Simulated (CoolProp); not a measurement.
n-pentane at 293.15 K and 3.27 MPa flows at 8.2 m/s in a round tube of 20 mm bore and 15 µm roughness, fully developed (64/Re and Nu = 3.66 if laminar; Colebrook and Gnielinski if turbulent). Each further row changes one setting.

The numbers come from the reference Helmholtz-energy equation of state, Thol 2019 in CoolProp.

```json
[
 {"case": "as stated", "Reynolds number": "523000", "Darcy friction factor": "0.0190", "pressure drop (Pa/m)": "20200", "heat-transfer coefficient (W/(m² K))": "14600", "mass flow (kg/h)": "5840"},
 {"case": "velocity 16.4 m/s", "Reynolds number": "1050000", "Darcy friction factor": "0.0187", "pressure drop (Pa/m)": "79200", "heat-transfer coefficient (W/(m² K))": "28900", "mass flow (kg/h)": "11700"},
 {"case": "diameter 40 mm", "Reynolds number": "1050000", "Darcy friction factor": "0.0163", "pressure drop (Pa/m)": "8620", "heat-transfer coefficient (W/(m² K))": "13000", "mass flow (kg/h)": "23400"}
]
```

Viscosity comes from a separate model (Quiñones-Cisneros 2006), older than the equation that it now runs on, and unchecked against measurements. Thermal conductivity comes from a separate model (Vassiliou 2015).
